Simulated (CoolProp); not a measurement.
Model: reference Helmholtz-energy equation of state, Zhou 2014, in CoolProp.

### Question
For cyclohexane, give the phase and the Z, cv (kJ/(kg K)), speed of sound (m/s), isothermal compressibility (1/MPa) at 620 K and 3.94 MPa; 620 K and 8.96 MPa; 620 K and 20.4 MPa.

### Answer
- 620 K and 3.94 MPa: gas; Z 0.735, cv 2.73, speed of sound 189, isothermal compressibility 0.361
- 620 K and 8.96 MPa: supercritical; Z 0.438, cv 2.80, speed of sound 197, isothermal compressibility 0.109
- 620 K and 20.4 MPa: supercritical; Z 0.684, cv 2.76, speed of sound 444, isothermal compressibility 0.0125
